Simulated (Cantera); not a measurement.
A freely propagating, adiabatic, planar premixed flame of CH₄ : CO : O₂ : N₂ = 1 : 0.31 : 1.44 : 4.17 (molar parts), equivalence ratio 1.5, unburnt at 325 K and 1.00 bar; mixture-averaged transport, grid criteria slope 0.08 and curve 0.16, no radiation.

Computed with Cantera and GRI-Mech 3.0 (53 species, 325 reactions). Burning velocities carry a grid error of a few per cent, more on coarse grids.

### Question
How do the results move with these cheaper or finer settings: unity-Lewis-number transport; multicomponent transport; multicomponent+Soret transport; grid criteria slope 0.5, curve 1; grid criteria slope 0.25, curve 0.5; grid criteria slope 0.03, curve 0.06?

### Answer
```csv
setting,laminar burning velocity,thermal thickness,peak x(HCO),peak x(C₂H₂),grid points
as above,33.2 cm/s,0.543 mm,2.51e-5,0.00195,153
unity-Lewis-number transport,22.5 cm/s,0.701 mm,1.87e-5,0.00145,143
multicomponent transport,33.0 cm/s,0.555 mm,2.49e-5,0.00198,153
multicomponent+Soret transport,33.8 cm/s,0.533 mm,2.68e-5,0.00182,154
"grid criteria slope 0.5, curve 1",34.3 cm/s,0.615 mm,2.34e-5,0.00194,35
"grid criteria slope 0.25, curve 0.5",33.8 cm/s,0.561 mm,2.48e-5,0.00195,61
"grid criteria slope 0.03, curve 0.06",32.9 cm/s,0.539 mm,2.51e-5,0.00195,356
```
The base run took about 5 core-seconds (a rough figure).
Unity Lewis numbers drop preferential diffusion, which matters most where H2 and H carry the flame; Soret adds thermal diffusion.
